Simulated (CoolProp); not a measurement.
Properties of cis-2-butene along the isobar 14.5 bar (Tc = 162.6 °C, pc = 42.36 bar, ω = 0.202).

Values from CoolProp's reference Helmholtz-energy equation of state, Lemmon 2005. It is a short technical equation, of lower accuracy than the large ones.

```json
[
 {"T (°C)": "29.35", "phase": "liquid", "density (kg/m³)": "612.2", "cp (kJ/(kg K))": "…", "fugacity coefficient": "0.1646"},
 {"T (°C)": "54.45", "phase": "liquid", "density (kg/m³)": "580.7", "cp (kJ/(kg K))": "…", "fugacity coefficient": "…"},
 {"T (°C)": "79.55", "phase": "liquid", "density (kg/m³)": "545.0", "cp (kJ/(kg K))": "2.562", "fugacity coefficient": "…"},
 {"T (°C)": "104.65", "phase": "gas", "density (kg/m³)": "33.96", "cp (kJ/(kg K))": "2.245", "fugacity coefficient": "0.8109"},
 {"T (°C)": "129.75", "phase": "gas", "density (kg/m³)": "29.57", "cp (kJ/(kg K))": "…", "fugacity coefficient": "…"},
 {"T (°C)": "154.85", "phase": "gas", "density (kg/m³)": "26.59", "cp (kJ/(kg K))": "2.141", "fugacity coefficient": "…"},
 {"T (°C)": "179.95", "phase": "gas", "density (kg/m³)": "24.35", "cp (kJ/(kg K))": "…", "fugacity coefficient": "0.8970"},
 {"T (°C)": "205.05", "phase": "gas", "density (kg/m³)": "22.55", "cp (kJ/(kg K))": "2.240", "fugacity coefficient": "0.9138"},
 {"T (°C)": "230.15", "phase": "gas", "density (kg/m³)": "21.06", "cp (kJ/(kg K))": "2.306", "fugacity coefficient": "0.9273"}
]
```

Complete the blanks.


- 29.35, cp (kJ/(kg K)): 2.257
- 54.45, cp (kJ/(kg K)): 2.387
- 54.45, fugacity coefficient: 0.3201
- 79.55, fugacity coefficient: 0.5491
- 129.75, cp (kJ/(kg K)): 2.137
- 129.75, fugacity coefficient: 0.8481
- 154.85, fugacity coefficient: 0.8757
- 179.95, cp (kJ/(kg K)): 2.182
